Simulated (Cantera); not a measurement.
Input: 1 mol Si, 2.3 mol HCl, 25 mol N₂, held at 800 K and 1.33 mbar.

Cantera equilibrium calculation (NASA polynomials, part measured and part estimated; ideal gas, pure solids and liquids). Candidate condensed phases: NH₄Cl, Si, Si₃N₄; 28 gas species. N₂ is the only nitrogen source here; it is nearly inert below about 1500 K, so the nitride shown seldom forms there in practice. Equilibrium is a limit: real reactors are often held back by kinetics, nucleation or transport.

Base state: N₂ 0.920, HCl 0.0595, H₂ 0.0135, SiCl₄ 0.00676 (mole fractions); condensed: Si₃N₄(s).

Question: What changes in the equilibrium state with this change: HCl from 2.3 to 1.8 mol?

Answer: 
| species | before | after |
|---|---|---|
| N₂ | 0.920 | 0.936 |
| HCl | 0.0595 | 0.0485 |
| H₂ | 0.0135 | 0.0103 |
| SiCl₄ | 0.00676 | 0.00512 |
| Si₃N₄(s), mol | 0.273 | 0.289 |
